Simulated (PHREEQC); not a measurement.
# Acid mine or pickling water (model solution)

Model water analysis in mmol/kgw, 25 °C, pH 3.48, pe 11:

```csv
constituent,mmol/kgw
Na,21.1
K,0.00724
Ca,1.94
Mg,0.257
Cl,3.32
S(6),11.6
Al,0.0328
Cu(2),0.0798
Br,0.08
```

Valence states are taken as typed.

Model: ion-association model, wateq4f.dat, run in PHREEQC.

Each row changes one thing in this solution. Precipitation was switched off in this run.

```json
[
 {"case": "as made", "ionic strength (mol/kgw)": "0.0357", "SO4-2 (mol/kgw)": "0.0101", "Ca+2 (mol/kgw)": "0.00128", "CaSO4 (mol/kgw)": "0.000663", "NaSO4- (mol/kgw)": "0.000522", "HSO4- (mol/kgw)": "0.000195", "SI of Gypsum (CaSO4:2H2O)": "-0.89", "SI of Gibbsite (Al(OH)3)": "-3.57"},
 {"case": "all concentrations times 2 at the same typed pH", "ionic strength (mol/kgw)": "0.0688", "SO4-2 (mol/kgw)": "0.0193", "Ca+2 (mol/kgw)": "0.00229", "CaSO4 (mol/kgw)": "0.00158", "NaSO4- (mol/kgw)": "0.00163", "HSO4- (mol/kgw)": "0.000325", "SI of Gypsum (CaSO4:2H2O)": "-0.51", "SI of Gibbsite (Al(OH)3)": "-3.51"},
 {"case": "Cu(2) from 0.0798 to 0.239 mmol/kgw", "ionic strength (mol/kgw)": "0.0358", "SO4-2 (mol/kgw)": "0.0100", "Ca+2 (mol/kgw)": "0.00128", "CaSO4 (mol/kgw)": "0.000660", "NaSO4- (mol/kgw)": "0.000520", "HSO4- (mol/kgw)": "0.000194", "SI of Gypsum (CaSO4:2H2O)": "-0.90", "SI of Gibbsite (Al(OH)3)": "-3.57"},
 {"case": "S(6) from 11.6 to 23.2 mmol/kgw", "ionic strength (mol/kgw)": "0.0568", "SO4-2 (mol/kgw)": "0.0208", "Ca+2 (mol/kgw)": "0.00106", "CaSO4 (mol/kgw)": "0.000881", "NaSO4- (mol/kgw)": "0.000930", "HSO4- (mol/kgw)": "0.000367", "SI of Gypsum (CaSO4:2H2O)": "-0.77", "SI of Gibbsite (Al(OH)3)": "-3.86"}
]
```
